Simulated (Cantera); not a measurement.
**Thermodynamics of carbothermic reduction, feed TiO₂ + C + CO**

Feed: 1 mol TiO₂, 0.35 mol C, 0.021 mol CO.

Method: chemical equilibrium by Gibbs-energy minimisation in Cantera with the NASA 1993 tables (ideal gas, pure condensed phases). Candidate condensed phases: C, Ti, TiC, TiO, TiO₂, Ti₂O₃, Ti₃O₅, Ti₄O₇; 15 gas species. Mutual solubility and eutectic melting of coexisting phases are not modelled. TiC: taken at fixed stoichiometry. Condensed phases not in the tables: Magnéli phases beyond Ti₄O₇. Kinetics and transport are ignored.

### Question
Map the stable condensed phases over T = 825, 900, 975, 1050, 1125, 1200, 1275, 1350, 1425 °C and P in Pa = 10, 42, 180, 750, 3200, 13000, 56000, 240000, 1000000.

### Answer
```
T in °C \ P in Pa
              10      42     180     750    3200   13000   56000  240000 1000000
   1425        A       A       A       A       A       A       A       B       C
   1350        A       A       A       A       A       A       A       C       C
   1275        A       A       A       A       A       A       C       C       D
   1200        A       A       A       A       A       B       C       D       E
   1125        A       A       A       A       B       C       D       E       E
   1050        A       A       A       A       C       D       E       E       E
    975        A       A       A       C       D       E       E       E       E
    900        A       A       C       D       E       E       E       E       E
    825        A       C       D       E       E       E       E       E       E
```
A: Ti₂O₃ + Ti₃O₅; B: TiC + Ti₃O₅; C: C + Ti₃O₅; D: C + Ti₄O₇; E: C + TiO₂.
